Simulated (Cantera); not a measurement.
Mixture: 8.23 % CH₃OH, 19.3 % O₂, 72.5 % N₂, equivalence ratio 0.64, at 315 Torr, adiabatic and at constant pressure. Ignition delay is the time to a rise of 400 K.

Model: GRI-Mech 3.0 (53 species, 325 reactions), integrated in Cantera. GRI-Mech 3.0 was tuned for natural gas; its chemistry of methanol as a main component is partial and can be far from experiment.

**Question.** Predict: delay at 1050 K; delay at 1150 K; delay at 1250 K; delay at 1350 K; delay at 1450 K; apparent activation energy between 1400 and 1500 K.

**Answer.** 
```
Item                                                     Value
--------------------------------------------------  ----------
delay at 1050 K                                        0.391 s
delay at 1150 K                                        54.6 ms
delay at 1250 K                                        10.8 ms
delay at 1350 K                                        2.83 ms
delay at 1450 K                                       0.953 ms
apparent activation energy between 1400 and 1500 K  170 kJ/mol
```
